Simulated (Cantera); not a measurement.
Input: 1 mol Cu, 2.7 mol F₂, 0.24 mol N₂, equilibrated at 133 Pa.

Cantera equilibrium calculation (NASA polynomials, part measured and part estimated; ideal gas, pure solids and liquids). Candidate condensed phases: Cu, CuF₂; 11 gas species. Rates play no part.

log p: log10 of the partial pressure in bar; n: condensed amount in mol.

```
T (°C)  log p F  log p F₂  log p NF₃  log p CuF₂  log p N₂  log p CuF  n CuF₂(s)
------  -------  --------  ---------  ----------  --------  ---------  ---------
200       -7.26     -3.05      -3.36        <-14    -12.08       <-14       1.00
300       -5.71     -3.05      -3.36        <-14     -6.98       <-14       1.00
400           …     -3.00          …           …         …       <-14       1.00
500       -3.77     -3.00      -4.81       -8.86     -3.83       <-14      1.000
600       -3.24     -3.21      -6.16       -6.86     -3.89       <-14      1.000
700       -2.99         …          …           …         …          …      0.988
800       -2.95     -4.47      -9.59       -4.03     -4.08     -11.00      0.731
900       -3.01     -5.28     -11.38       -3.54     -4.16      -9.06          0
1000      -3.01     -5.86     -12.69       -3.54     -4.16      -7.88          0
1100      -3.01     -6.35     -13.81       -3.54     -4.16      -6.88          0
1200      -3.01     -6.78     -14.78       -3.54     -4.16      -6.01          0
1300      -3.01     -7.16       <-14       -3.55     -4.16      -5.26          0
```

**Question.** Complete the blanks.

**Answer.** 
- 700, log p F₂: -3.71
- 700, log p NF₃: -7.77
- 700, log p CuF₂: -5.29
- 700, log p N₂: -4.00
- 700, log p CuF: -13.91
- 400, log p F: -4.59
- 400, log p NF₃: -3.64
- 400, log p CuF₂: -11.49
- 400, log p N₂: -4.12
